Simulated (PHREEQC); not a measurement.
A made-up water analysis in mmol/kgw, 25 °C, pH 6.89, pe 0.2:

```json
[
 {"constituent": "Na", "mmol/kgw": "0.0606"},
 {"constituent": "K", "mmol/kgw": "0.00267"},
 {"constituent": "Ca", "mmol/kgw": "0.0323"},
 {"constituent": "Mg", "mmol/kgw": "0.0109"},
 {"constituent": "Cl", "mmol/kgw": "0.0413"},
 {"constituent": "S(6)", "mmol/kgw": "0.000538"},
 {"constituent": "Alkalinity (meq/kgw)", "mmol/kgw": "0.106"},
 {"constituent": "Sr", "mmol/kgw": "0.0033"},
 {"constituent": "Si", "mmol/kgw": "1.52e-05"}
]
```

Valence states are taken as typed.

Model: ion-association model, phreeqc.dat, run in PHREEQC.

- ionic strength = 0.000199 mol/kgw
- charge-balance error = 2.6 %

| species | molality | activity | log γ |
|---|---|---|---|
| HCO3- | 0.000106 | 0.000104 | -0.007 |
| Na+ | 6.06e-5 | 5.96e-5 | -0.007 |
| Cl- | 4.13e-5 | 4.06e-5 | -0.007 |
| Ca+2 | 3.22e-5 | 3.02e-5 | -0.028 |
| CO2 | 3.02e-5 | 3.02e-5 | 0.000 |
| Mg+2 | 1.09e-5 | 1.02e-5 | -0.028 |
| Sr+2 | 3.29e-6 | 3.09e-6 | -0.028 |
| K+ | 2.67e-6 | 2.63e-6 | -0.007 |
| SO4-2 | 5.34e-7 | 5.00e-7 | -0.028 |
| H+ | 1.31e-7 | 1.29e-7 | -0.007 |
| OH- | 7.99e-8 | 7.86e-8 | -0.007 |
| CaHCO3+ | 4.08e-8 | 4.02e-8 | -0.007 |
| CO3-2 | 4.05e-8 | 3.79e-8 | -0.028 |

This is a speciation only: nothing precipitates in the calculation.
